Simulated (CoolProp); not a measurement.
C2F6 (R116) at several states: fugacity coefficient from the reference equation and from simpler models built on Tc = 293.0 K, pc = 3.048 MPa, ω = 0.257; each cubic takes its own stable root.

Computed with CoolProp (reference Helmholtz-energy equation of state, Lemmon 2006). It is a short technical equation, of lower accuracy than the large ones.

```json
[
 {"T (K)": "422.6", "p (MPa)": "11", "phase": "supercritical", "reference": "0.7744"},
 {"T (K)": "341.5", "p (MPa)": "0.0598", "phase": "gas", "reference": "0.9962"},
 {"T (K)": "329.1", "p (MPa)": "0.646", "phase": "gas", "reference": "0.9532"},
 {"T (K)": "366.2", "p (MPa)": "0.131", "phase": "gas", "reference": "0.9935"}
]
```

### Question
How far does each simpler model (van der Waals, Soave-Redlich-Kwong, Peng-Robinson) lie from the reference over these 4 states: mean and median of the absolute difference, and the worst?

### Answer
- van der Waals: mean 3.4 %, median 0.1 %, worst -13.3 % at 422.6 K and 11 MPa
- Soave-Redlich-Kwong: mean 0.9 %, median 0.0 %, worst +3.4 % at 422.6 K and 11 MPa
- Peng-Robinson: mean 1.0 %, median 0.5 %, worst -3.2 % at 422.6 K and 11 MPa
